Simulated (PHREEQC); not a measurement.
# Acid rinse or clean (model solution)

A solution holds 0.004 mol/kgw H2SO4, 0.16 mol/kgw CaCl2 and 0.00032 mol/kgw KCl, at 20 °C. Closed to the air; pH follows from the charge balance.

Model: ion-association model, phreeqc.dat, run in PHREEQC.

Each row changes one thing in this solution. Precipitation was switched off in this run.

| case | pH | CaSO4 (mol/kgw) | SO4-2 (mol/kgw) | HSO4- (mol/kgw) | CaHSO4+ (mol/kgw) | KSO4- (mol/kgw) | SI of Gypsum (CaSO4:2H2O) | SI of Sylvite (KCl) |
|---|---|---|---|---|---|---|---|---|
| as made | 2.23 | 0.00210 | 0.00156 | 0.000229 | 0.000115 | 6.28e-7 | -0.29 | -5.24 |
| KCl from 0.00032 to 6.4e-05 mol/kgw | 2.23 | 0.00210 | 0.00156 | 0.000229 | 0.000115 | 1.26e-7 | -0.29 | -5.94 |
| temperature from 20 to 55 °C | 2.25 | 0.00200 | 0.00139 | 0.000418 | 0.000192 | 8.96e-7 | -0.36 | -5.42 |
| temperature from 20 to 85 °C | 2.29 | 0.00173 | [?] | 0.000731 | 0.000305 | 1.06e-6 | -0.37 | -5.56 |
| 0.0038 mol/kgw HBr added | 2.06 | 0.00201 | 0.00150 | 0.000325 | 0.000163 | [?] | -0.31 | -5.24 |
| diluted 100-fold with water | 4.13 | 5.26e-6 | 3.46e-5 | 1.81e-7 | 2.59e-9 | 5.29e-10 | -2.93 | -8.93 |

Question: What belongs in the gaps?

Answer: 
- temperature from 20 to 85 °C, SO4-2 (mol/kgw): 0.00123
- 0.0038 mol/kgw HBr added, KSO4- (mol/kgw): 6.03e-7

At this temperature some constants are extrapolated from 25 °C, and those without enthalpy data are left unchanged.
